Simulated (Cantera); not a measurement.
A closed system holds: 1 mol C₂H₆, 0.057 mol NH₃, equilibrated at 2702 °C and 0.900 Torr.

Equilibrium computed with Cantera from the NASA thermochemical tables; the gas is ideal and each condensed phase is pure. Candidate condensed phases: C, C₆H₆, C₇H₈, C₈H₁₈; 92 gas species. Rates play no part.

Base state: H 0.835, C₃ 0.0778, H₂ 0.0392, C 0.0243, C₂ 0.0107, C₂H 0.00428, CN 0.00274, N₂ 0.00212 (mole fractions); condensed: gas only.

**Question.** What changes in the equilibrium state with this change: C₂H₆ replaced by C₆H₆?

**Answer.** 
| species | before | after |
|---|---|---|
| H | 0.835 | 0.702 |
| C₃ | 0.0778 | 0.199 |
| C | 0.0243 | 0.0332 |
| H₂ | 0.0392 | 0.0277 |
| C₂ | 0.0107 | 0.0201 |
| C₅ | 0.000706 | 0.00337 |
| C₄ | 0.000179 | 0.000625 |
| C₄H₂ | 1.56e-5 | 3.86e-5 |
| C(graphite), mol | 0 | 0.301 |

**Question.** What changes in the equilibrium state with this change: C₂H₆ replaced by C₃H₆?

**Answer.** 
```json
[
 {"species": "H", "before": "0.835", "after": "0.794"},
 {"species": "C₃", "before": "0.0778", "after": "0.115"},
 {"species": "H₂", "before": "0.0392", "after": "0.0354"},
 {"species": "C₂", "before": "0.0107", "after": "0.0139"},
 {"species": "C", "before": "0.0243", "after": "0.0277"},
 {"species": "C₅", "before": "0.000706", "after": "0.00135"},
 {"species": "C₄", "before": "0.000179", "after": "0.000300"},
 {"species": "C₄H₂", "before": "1.56e-5", "after": "2.37e-5"},
 {"species": "C₂H", "before": "0.00428", "after": "0.00527"}
]
```

**Question.** What changes in the equilibrium state with this change: temperature from 2702 °C to 1100 °C?

**Answer.** 
```json
[
 {"species": "H₂", "before": "0.0392", "after": "0.991"},
 {"species": "N₂", "before": "0.00212", "after": "0.00913"},
 {"species": "H", "before": "0.835", "after": "9.59e-5"},
 {"species": "C₃", "before": "0.0778", "after": "<1e-9"},
 {"species": "C", "before": "0.0243", "after": "<1e-9"},
 {"species": "C₂", "before": "0.0107", "after": "<1e-9"},
 {"species": "C₂H", "before": "0.00428", "after": "<1e-9"},
 {"species": "CN", "before": "0.00274", "after": "<1e-9"},
 {"species": "C₅", "before": "0.000706", "after": "<1e-9"},
 {"species": "C₄", "before": "0.000179", "after": "<1e-9"},
 {"species": "CH", "before": "7.80e-5", "after": "<1e-9"},
 {"species": "C(graphite), mol", "before": "0", "after": "2.00"}
]
```
